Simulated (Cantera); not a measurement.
Input (Python, Cantera) and output of one run.

```python
import numpy as np
import cantera as ct

gas_names = """
    C CH CH2 CH3 CH2OH CH3O CH4 CH3OH CN CO CO2 COOH C2 C2H CHCO,ketyl C2H2,acetylene C2H2,vinylidene
    CH2CO,ketene C2H3,vinyl CH3CN CH3CO,acetyl C2H4 C2H4O,ethylen CH3CHO,ethanal CH3COOH (HCOOH)2 C2H5
    C2H6 CH3OCH3 C2H5OH CCN CNC C2N2 C2O C3 C3H3,propargyl C3H4,allene C3H4,propyne C3H4,cyclo-
    C3H5,allyl C3H6,propylene C3H6,cyclo- C3H6O C3H7,n-propyl C3H7,i-propyl C3H8 C3H8O,1propanol
    C3H8O,2propanol C3O2 C4 C4H2 C4H4,1,3-cyclo- C4H6,butadiene C4H6,2-butyne C4H6,cyclo- C4H8,1-butene
    C4H8,cis2-buten C4H8,tr2-butene C4H8,isobutene C4H8,cyclo- (CH3COOH)2 C4H9,n-butyl C4H9,i-butyl
    C4H9,s-butyl C4H9,t-butyl C4H10,isobutane C4H10,n-butane C4N2 C5 C5H6,1,3cyclo- C5H8,cyclo-
    C5H10,1-pentene C5H10,cyclo- C5H11,pentyl C5H11,t-pentyl C5H12,n-pentane C5H12,i-pentane
    CH3C(CH3)2CH3 C6H2 C6H5,phenyl C6H5O,phenoxy C6H6 C6H5OH,phenol C6H10,cyclo- C6H12,1-hexene
    C6H12,cyclo- C6H13,n-hexyl C7H7,benzyl C7H8 C7H8O,cresol C7H14,1-heptene C7H15,n-heptyl
    C7H16,n-heptane C8H8,styrene C8H10,ethylbenz C8H16,1-octene C8H17,n-octyl C8H18,isooctane
    C8H18,n-octane C9H19,n-nonyl C10H8,naphthale C10H21,n-decyl C12H9,o-bipheny C12H10,bipheny H HCN HCO
    HCCN HNC HNCO HNO HNO2 HNO3 HO2 H2 HCHO,formaldehy HCOOH H2O H2O2 N NCO NH NH2 NH3 NH2OH NO NO2 NO3
    N2 N2H2 N2H4 N2O O OH O2 O3
""".split()
cond_names = """
    C(gr) C6H6(L) C7H8(L) C8H18(L),n-octa H2O(s) H2O(L)
""".split()


def load(file, names, dense=False):
    # The tables refer to 1 bar. Condensed volumes are neglected.
    table = {s.name: s for s in ct.Species.list_from_file(file)}
    out = []
    for n in names:
        d = dict(table[n].input_data)
        d["thermo"] = dict(d["thermo"], **{"reference-pressure": 1e5})
        if dense:
            d["equation-of-state"] = {"model": "constant-volume", "density": "1e6 g/cm^3"}
        out.append(ct.Species.from_dict(d))
    return out


gas = ct.Solution(thermo="ideal-gas", species=load("nasa_gas.yaml", gas_names))
cond = {s.name: ct.Solution(thermo="fixed-stoichiometry", species=[s], name=s.name)
        for s in load("nasa_condensed.yaml", cond_names, dense=True)}
atoms = {
    'C2H6': {'C': 2, 'H': 6},
    'CO2': {'C': 1, 'O': 2},
    'N2': {'N': 2},
}
top_T = {'C(gr)': 4500}  # K; cautious upper limits of use, not melting points


def equilibrate(T, P, feed):
    n = {}
    for name, mol in feed.items():
        for a, k in atoms[name].items():
            n[a] = n.get(a, 0.0) + k * mol
    gas.TPX = T, P, n
    mass = sum(n.values()) * gas.mean_molecular_weight
    gas.equilibrate("TP")
    valid = [c for c in cond.values() if c.min_temp <= T <= top_T.get(c.name, c.max_temp)]
    mix = ct.Mixture([(gas, mass / gas.mean_molecular_weight)] + [(c, 0.0) for c in valid])
    mix.T, mix.P = T, P
    mix.equilibrate("TP", solver="vcs", rtol=1e-11, max_steps=5000)
    return mix


results = []
feed = {'C2H6': 1, 'CO2': 0.022, 'N2': 26}  # mol
P = 70  # Pa
for T in [1623, 1773, 1923, 2073, 2223, 2373, 2523]:
    mix = equilibrate(T, P, feed)
    results.append((T, P, feed, dict(zip(mix.species_names, mix.species_moles))))

top = {s: max(r[3][s] / sum(r[3][g] for g in gas_names) for r in results) for s in gas_names}
cols = sorted((s for s in top if top[s] > 1e-05), key=lambda s: -top[s])[:6]
seen = [c for c in cond_names if any(r[3].get(c, 0) > 1e-12 for r in results)]
print("log10 of partial pressures in bar; condensed amounts in mol")
print(f"{'T/K':>10s}" + "".join(f"{s[:9]:>10s}" for s in cols + seen))
for T, P, feed, n in results:
    ng = sum(n[g] for g in gas_names)
    print(f"{T:10.4g}" + "".join(f"{np.log10(max(n[s] / ng * P / 1e5, 1e-99)):10.3f}" for s in cols)
          + "".join(f"{n.get(c, 0):10.4g}" for c in seen))
```

Output:

```
log10 of partial pressures in bar; condensed amounts in mol
       T/K        N2         H        H2       HCN        CN        CO     C(gr)
      1623    -3.203    -6.233    -4.144    -6.302   -10.490    -5.975     1.957
      1773    -3.204    -5.622    -4.152    -5.948    -9.304    -5.975     1.929
      1923    -3.206    -5.113    -4.175    -5.659    -8.306    -5.977     1.879
      2073    -3.211    -4.694    -4.228    -5.431    -7.455    -5.981     1.804
      2223    -3.219    -4.365    -4.343    -5.270    -6.722    -5.988     1.708
      2373    -3.230    -4.133    -4.555    -5.188    -6.085    -5.998       1.6
      2523    -3.241    -3.999    -4.887    -5.189    -5.525    -6.008      1.38
```

Cantera equilibrium calculation (NASA polynomials, part measured and part estimated; ideal gas, pure solids and liquids).
